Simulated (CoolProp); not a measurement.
Vapour-liquid equilibrium of ethylene (1) + isobutane (2) at -69.55 °C; x and y are mole fractions of (1).

Model: multi-fluid Helmholtz-energy mixture model, Smukala 2000 and Bücker 2006; pair parameters Bell 2016, in CoolProp.

```tsv
x	bubble pressure (MPa)	y at the bubble point	dew pressure at overall composition x (MPa)	liquid density (mol/L)
0.05	0.02570	0.815	0.005185	?
0.125	0.05832	0.924	0.005626	?
0.2	0.09267	0.955	0.006148	12.34
0.275	0.1287	0.970	0.006777	12.79
0.35	0.1664	0.979	0.007549	13.27
0.425	0.2054	0.985	?	13.77
0.5	0.2455	0.989	0.009774	14.29
0.575	0.2865	0.992	0.01146	14.84
0.65	0.3281	0.994	0.01386	15.42
0.725	0.3701	0.996	0.01752	16.02
0.8	0.4122	0.997	0.02380	16.64
0.875	0.4545	0.998	0.03711	17.29
0.95	0.4973	0.999	0.08425	17.94
```

Task: Some entries are withheld; supply them.

Result: 
- 0.05, liquid density (mol/L): 11.51
- 0.125, liquid density (mol/L): 11.92
- 0.425, dew pressure at overall composition x (MPa): 0.008518

No azeotrope shows between x = 0.05 and 0.95.

Pair parameters are fitted to limited data, so mixtures are less certain than the pure fluids.
